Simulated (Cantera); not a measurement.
Feed: 1 mol SiC, 0.0092 mol O2, 400 mol N2, at 1827 °C and 0.000140 bar.

These are equilibrium values from Cantera (NASA tables, ideal gas, pure condensed phases), not measurements of a reactor. Candidate condensed phases: C, Si, SiC, SiO2, Si2N2O, Si3N4; 34 gas species. The numbers say what is thermodynamically allowed, not how fast it happens.

Base state: N2 0.997, Si 0.00233, CN 0.000165, SiC2 0.000150, CO 4.59e-5 (mole fractions); condensed: C(graphite).

What changes in the equilibrium state with this change: temperature from 1827 °C to 1225 °C?


```
species             before    after
----------------  --------  -------
N2                   0.997    1.000
CO                 4.59e-5  2.79e-5
SiO                1.67e-8  1.81e-5
Si                 0.00233  9.49e-6
CN                0.000165    <1e-9
SiC2              0.000150    <1e-9
C(graphite), mol     0.787        0
SiC(s), mol              0    0.989
```
